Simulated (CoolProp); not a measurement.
Vapour-liquid equilibrium of R125 (1) + propylene (2) at 297.4 K; x and y are mole fractions of (1).

Model: multi-fluid Helmholtz-energy mixture model, Lemmon 2005 and Lemmon 2013; pair parameters Bell 2016, in CoolProp.

```json
[
 {"x": "0.05", "bubble pressure, mixture model (MPa)": "1.219", "bubble pressure, Raoult's law (MPa)": "1.144", "y, mixture model": "0.100", "y, Raoult's law": "0.059"},
 {"x": "0.125", "bubble pressure, mixture model (MPa)": "1.322", "bubble pressure, Raoult's law (MPa)": "1.160", "y, mixture model": "0.212", "y, Raoult's law": "0.146"},
 {"x": "0.2", "bubble pressure, mixture model (MPa)": "1.398", "bubble pressure, Raoult's law (MPa)": "1.177", "y, mixture model": "0.296", "y, Raoult's law": "0.230"},
 {"x": "0.275", "bubble pressure, mixture model (MPa)": "1.455", "bubble pressure, Raoult's law (MPa)": "1.193", "y, mixture model": "0.365", "y, Raoult's law": "0.311"},
 {"x": "0.35", "bubble pressure, mixture model (MPa)": "1.497", "bubble pressure, Raoult's law (MPa)": "1.209", "y, mixture model": "0.423", "y, Raoult's law": "0.391"},
 {"x": "0.425", "bubble pressure, mixture model (MPa)": "1.526", "bubble pressure, Raoult's law (MPa)": "1.226", "y, mixture model": "0.477", "y, Raoult's law": "0.468"},
 {"x": "0.5", "bubble pressure, mixture model (MPa)": "1.545", "bubble pressure, Raoult's law (MPa)": "1.242", "y, mixture model": "0.529", "y, Raoult's law": "0.544"},
 {"x": "0.575", "bubble pressure, mixture model (MPa)": "1.552", "bubble pressure, Raoult's law (MPa)": "1.258", "y, mixture model": "0.580", "y, Raoult's law": "0.617"},
 {"x": "0.65", "bubble pressure, mixture model (MPa)": "1.549", "bubble pressure, Raoult's law (MPa)": "1.275", "y, mixture model": "0.634", "y, Raoult's law": "0.689"},
 {"x": "0.725", "bubble pressure, mixture model (MPa)": "1.535", "bubble pressure, Raoult's law (MPa)": "1.291", "y, mixture model": "0.693", "y, Raoult's law": "0.759"},
 {"x": "0.8", "bubble pressure, mixture model (MPa)": "1.507", "bubble pressure, Raoult's law (MPa)": "1.307", "y, mixture model": "0.759", "y, Raoult's law": "0.827"},
 {"x": "0.875", "bubble pressure, mixture model (MPa)": "1.464", "bubble pressure, Raoult's law (MPa)": "1.324", "y, mixture model": "0.835", "y, Raoult's law": "0.893"},
 {"x": "0.95", "bubble pressure, mixture model (MPa)": "1.403", "bubble pressure, Raoult's law (MPa)": "1.340", "y, mixture model": "0.927", "y, Raoult's law": "0.958"}
]
```

The largest gap from Raoult's law is +24.5 % in bubble pressure, at x = 0.425. y crosses x between x = 0.575 and 0.65: the model has an azeotrope there.

Pair parameters are fitted to limited data, so mixtures are less certain than the pure fluids.
